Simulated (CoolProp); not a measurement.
Saturated liquid density (kg/m³) of trans-2-butene: the reference equation beside estimates from Tc = 428.6 K, pc = 4.019 MPa, ω = 0.210. Rackett uses Z = 0.29056 − 0.08775 ω.

The numbers come from the reference Helmholtz-energy equation of state, Lemmon 2005 in CoolProp. It is a short technical equation, of lower accuracy than the large ones.

```tsv
T (K)	reference	Rackett	Redlich-Kwong	Soave-Redlich-Kwong
334.6	551.7	540.6	474.2	492.5
340.5	543.3	532.3	464.7	483.1
346.4	534.7	523.7	454.9	473.3
352.4	525.6	514.7	444.6	462.9
358.3	516.2	505.5	434.0	452.1
364.2	506.5	495.9	422.9	440.8
370.2	496.1	485.6	411.1	428.6
376.1	485.3	475.0	398.8	416.0
382	473.8	463.8	385.9	402.5
388	461.3	451.6	371.9	387.8
393.9	448.0	438.6	357.2	372.2
399.8	433.3	424.4	341.3	355.2
405.8	416.6	408.3	323.4	336.0
411.7	397.6	389.9	303.7	314.6
```

Absolute difference from the reference over all 14 rows, mean and median: Rackett 2.1 and 2.1 %, Redlich-Kwong 18.0 and 17.5 %, Soave-Redlich-Kwong 14.6 and 13.9 %.
